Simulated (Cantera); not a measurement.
## AlCl₃ + N₂O + N₂ (aluminium nitride and oxide growth)

Charge: 1 mol AlCl₃, 2.2 mol N₂O, 340 mol N₂, at 1000 Pa.

Method: chemical equilibrium by Gibbs-energy minimisation in Cantera with the NASA 1993 tables (ideal gas, pure condensed phases). Candidate condensed phases: Al, AlCl₃, AlN, Al₂O₃; 24 gas species. Kinetics and transport are ignored.

From 1125 K to 2125 K the condensed part is Al₂O₃(s). The main Al-bearing gas is AlCl₃ at 1125 K and AlOCl at 2125 K.

```csv
T (K),x N₂,x Cl,x Cl₂,x O₂,x NO,x O,x AlOCl,n Al₂O₃(s)
1125,0.994,0.00125,0.00373,0.00101,8.28e-6,1.47e-9,<1e-12,0.500
1225,0.993,0.00320,0.00275,0.00101,1.83e-5,1.34e-8,2.54e-12,0.500
1325,0.992,0.00583,0.00143,0.000997,3.59e-5,8.70e-8,6.45e-11,0.500
1425,0.991,0.00768,0.000500,0.000982,6.38e-5,4.35e-7,8.12e-10,0.500
1525,0.990,0.00838,0.000148,0.000960,0.000105,1.75e-6,6.26e-9,0.500
1625,0.990,0.00859,4.56e-5,0.000930,0.000160,5.94e-6,3.54e-8,0.500
1725,0.990,0.00865,1.56e-5,0.000888,0.000232,1.73e-5,1.61e-7,0.500
1825,0.990,0.00867,5.97e-6,0.000831,0.000319,4.43e-5,6.17e-7,0.500
1925,0.990,0.00867,2.51e-6,0.000755,0.000415,0.000101,2.06e-6,0.500
2025,0.990,0.00867,1.14e-6,0.000655,0.000513,0.000207,6.15e-6,0.499
2125,0.990,0.00866,5.59e-7,0.000531,0.000597,0.000381,1.68e-5,0.496
```
x: gas mole fraction; n: condensed amount in mol.
